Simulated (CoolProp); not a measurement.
Vapour-liquid equilibrium of hexamethyldisiloxane (MM) (1) + toluene (2) at 125.15 °C; x and y are mole fractions of (1).

The numbers come from the multi-fluid Helmholtz-energy mixture model, Thol 2016 and Lemmon 2006; pair parameters Bell 2016 in CoolProp.

```csv
x,bubble pressure (MPa),y at the bubble point,dew pressure at overall composition x (MPa),liquid density (mol/L)
0.05,0.1547,?,0.1533,?
0.2,0.1662,0.267,0.1621,6.968
0.35,0.1759,0.426,0.1713,6.178
0.5,0.1837,0.565,0.1802,5.518
0.65,0.1898,0.692,0.1880,4.962
0.8,0.1941,0.818,0.1936,?
0.95,0.1963,0.952,0.1963,4.086
```

**Question.** What belongs in the gaps?

**Answer.** 
- 0.05, y at the bubble point: 0.074
- 0.05, liquid density (mol/L): 7.926
- 0.8, liquid density (mol/L): 4.490

No azeotrope shows between x = 0.05 and 0.95.

The pair parameters rest on a limited set of measurements; away from them the model extrapolates.
